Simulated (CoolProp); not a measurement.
Vapour-liquid equilibrium of dimethyl carbonate (1) + n-decane (2) at 183.75 °C; x and y are mole fractions of (1).

Model: multi-fluid Helmholtz-energy mixture model, Zhou 2011 and Lemmon 2006; pair parameters Bell 2016, in CoolProp.

| x | bubble pressure, mixture model (MPa) | bubble pressure, Raoult's law (MPa) | y, mixture model | y, Raoult's law |
|---|---|---|---|---|
| 0.05 | 0.2409 | 0.1722 | 0.467 | 0.291 |
| 0.125 | 0.3806 | 0.2376 | 0.668 | 0.526 |
| 0.2 | 0.4891 | 0.3031 | 0.748 | 0.660 |
| 0.275 | 0.5726 | 0.3685 | 0.791 | 0.747 |
| 0.35 | 0.6375 | 0.4339 | 0.818 | 0.807 |
| 0.425 | 0.6896 | 0.4993 | 0.838 | 0.852 |
| 0.5 | 0.7336 | 0.5647 | 0.855 | 0.886 |
| 0.575 | 0.7732 | 0.6301 | 0.870 | 0.913 |
| 0.65 | 0.8111 | 0.6955 | 0.885 | 0.935 |
| 0.725 | 0.8490 | 0.7609 | 0.902 | 0.954 |
| 0.8 | 0.8883 | 0.8263 | 0.922 | 0.969 |
| 0.875 | 0.9293 | 0.8917 | 0.946 | 0.982 |
| 0.95 | 0.9719 | 0.9571 | 0.976 | 0.993 |

The largest gap from Raoult's law is +61.4 % in bubble pressure, at x = 0.2. No azeotrope shows between x = 0.05 and 0.95.

The pair parameters rest on a limited set of measurements; away from them the model extrapolates. With so large a gap from Raoult's law the liquid may split in two, which this calculation doesn't test in full.
